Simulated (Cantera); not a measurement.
Input: 1 mol PbO, 4.5 mol CO, a varied amount of H2, equilibrated at 998.15 K and 133 Pa.

Method: chemical equilibrium by Gibbs-energy minimisation in Cantera with the NASA 1993 tables (ideal gas, pure condensed phases). Candidate condensed phases: C, C6H6, C7H8, C8H18, H2O, Pb, PbO, PbO2, Pb3O4; 113 gas species. Rates play no part.

log p: log10 of the partial pressure in bar; n: condensed amount in mol.

| n(H2) (mol) | log p H2 | log p CO | log p CO2 | log p H2O | log p Pb | log p CH4 | n Pb(l) |
|---|---|---|---|---|---|---|---|
| 1.4 | -3.57 | -3.08 | -3.74 | -4.38 | -4.81 | -10.80 | 0.930 |
| 1.9 | -3.47 | -3.11 | -3.80 | -4.31 | -4.81 | -10.60 | 0.925 |
| 2.7 | -3.36 | -3.16 | -3.89 | -4.26 | -4.81 | -10.38 | 0.915 |
| 3.8 | -3.27 | -3.21 | -4.01 | -4.22 | -4.81 | -10.19 | 0.902 |
| 5.4 | -3.18 | -3.28 | -4.15 | -4.21 | -4.81 | -10.02 | 0.883 |
| 7.6 | -3.11 | -3.36 | -4.31 | -4.23 | -4.81 | -9.88 | 0.857 |
| 11 | -3.05 | -3.45 | -4.51 | -4.27 | -4.81 | -9.75 | 0.817 |
| 15 | -3.01 | -3.55 | -4.70 | -4.32 | -4.81 | -9.67 | 0.770 |
| 21 | -2.98 | -3.66 | -4.92 | -4.40 | -4.81 | -9.60 | ___ |
| 30 | -2.95 | -3.78 | -5.17 | -4.50 | -4.81 | -9.54 | ___ |
| 42 | -2.93 | -3.91 | -5.42 | -4.61 | -4.81 | -9.50 | ___ |
| 60 | -2.92 | -4.05 | -5.70 | -4.73 | -4.81 | -9.47 | ___ |
| 84 | -2.91 | -4.18 | -5.97 | -4.86 | -4.83 | -9.45 | ___ |

Task: Fill in the missing entries.

Result: 
- 21, n Pb(l): 0.699
- 30, n Pb(l): 0.593
- 42, n Pb(l): 0.451
- 60, n Pb(l): 0.239
- 84, n Pb(l): 0
